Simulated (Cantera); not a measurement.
**Moist CO burnout**

An isothermal, constant-pressure homogeneous reactor starts with 0.202 % CO, 3.46 % O2, 0.365 % H2O, 96.0 % N2, at 1425 K and 623 Torr.

Detailed kinetics in Cantera: GRI-Mech 3.0 (53 species, 325 reactions).

| t (s) | x CO | x O2 | x H2O | x H | x HO2 |
|---|---|---|---|---|---|
| 9.00e-5 | 0.00202 | 0.0346 | 0.00365 | 4.39e-11 | 4.44e-10 |
| 0.000184 | 0.00202 | 0.0346 | 0.00365 | 1.52e-10 | 8.88e-10 |
| 0.000377 | 0.00202 | 0.0346 | 0.00365 | 5.90e-10 | 1.87e-9 |
| 0.000772 | 0.00202 | 0.0346 | 0.00365 | 3.07e-9 | 5.41e-9 |
| 0.00158 | 0.00201 | 0.0346 | 0.00365 | 4.13e-8 | 5.05e-8 |
| 0.00324 | 0.00186 | 0.0344 | 0.00361 | 5.62e-6 | 1.01e-6 |
| 0.00663 | 0.000606 | 0.0337 | 0.00355 | 2.50e-5 | 1.66e-6 |
| 0.0136 | 0.000112 | 0.0336 | 0.00361 | 3.10e-6 | 6.50e-7 |
| 0.0278 | 2.14e-5 | 0.0336 | 0.00363 | 3.46e-7 | 1.88e-7 |
| 0.0569 | 3.95e-6 | 0.0336 | 0.00364 | 4.82e-8 | 5.25e-8 |
| 0.117 | 6.42e-7 | 0.0336 | 0.00365 | 8.89e-9 | 1.68e-8 |
| 0.239 | 9.42e-8 | 0.0336 | 0.00365 | 2.43e-9 | 7.75e-9 |
| 0.488 | 2.50e-8 | 0.0336 | 0.00365 | 1.13e-9 | 5.50e-9 |
| 1.00 | 1.85e-8 | 0.0336 | 0.00365 | 9.17e-10 | 5.11e-9 |
x: mole fraction; the columns are a selection and need not sum to one.

Equilibrium at this temperature and pressure: CO 1.83e-8, O2 0.0334, H2O 0.00365, H 9.09e-10, HO2 5.07e-9 (gas phase only).
